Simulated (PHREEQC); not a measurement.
Make-up at 41 °C: 0.0028 mol/kgw FeSO4, 0.0073 mol/kgw ZnCl2 and 0.24 mol/kgw NaCl. Closed to the air; pH follows from the charge balance.

Equilibrium calculation in PHREEQC: ion-association model, phreeqc.dat.

Precipitation was switched off in this run.

Problem. Order these S species by the share of S that they hold, largest first: SO4-2, NaSO4-, FeSO4, Zn(SO4)2-2, ZnSO4.

Solution. SO4-2 (68 %), NaSO4- (23 %), ZnSO4 (5.7 %), FeSO4 (2.8 %), Zn(SO4)2-2 (0.15 %)

Problem. Order these Fe species by the share of Fe that they hold, largest first: Fe+2, FeSO4, FeCl+.

Solution. Fe+2 (89 %), FeCl+ (8.5 %), FeSO4 (2.8 %)

The pH is 5.49 and the ionic strength 0.266 mol/kgw. At this temperature some constants are extrapolated from 25 °C, and those without enthalpy data are left unchanged.
